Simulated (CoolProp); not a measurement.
Saturated liquid density (kg/m³) of CHF3 (R23): the reference equation beside estimates from Tc = 299.3 K, pc = 4.832 MPa, ω = 0.263. Rackett uses Z = 0.29056 − 0.08775 ω.

Values from CoolProp's reference Helmholtz-energy equation of state, Penoncello 2003.

| T (K) | reference | Rackett | van der Waals | Soave-Redlich-Kwong | Peng-Robinson |
|---|---|---|---|---|---|
| 152 | 1587 | 1492 | ? | 1346 | 1515 |
| 158.8 | 1564 | ? | 875.7 | 1330 | 1497 |
| 165.5 | 1540 | 1449 | 863.9 | 1312 | ? |
| 172.3 | 1515 | 1427 | 851.6 | 1294 | 1459 |
| 179 | 1491 | 1404 | 839.1 | 1274 | 1438 |
| 185.7 | 1466 | 1381 | 826.1 | 1254 | 1416 |
| 192.5 | 1440 | 1357 | 812.5 | 1232 | 1393 |
| 199.2 | 1414 | 1333 | 798.5 | 1210 | 1368 |
| 206 | 1387 | 1308 | 783.8 | 1185 | 1342 |
| 212.7 | 1360 | 1282 | 768.6 | 1160 | 1314 |
| 219.5 | 1331 | ? | 752.6 | 1132 | 1283 |
| 226.2 | 1302 | 1227 | 736.0 | 1104 | 1251 |
| 233 | 1270 | 1198 | 718.3 | 1072 | 1217 |
| 239.7 | 1238 | 1167 | 699.9 | 1039 | 1179 |
| 246.5 | 1203 | 1135 | 680.0 | 1003 | 1138 |

Q: Some entries are withheld; supply them.

A: 
- 152, van der Waals: 887.3
- 158.8, Rackett: 1471
- 165.5, Peng-Robinson: 1479
- 219.5, Rackett: 1255

Absolute difference from the reference over all 15 rows, mean and median: Rackett 5.8 and 5.8 %, van der Waals 43.6 and 43.5 %, Soave-Redlich-Kwong 15.0 and 14.8 %, Peng-Robinson 3.9 and 3.7 %.
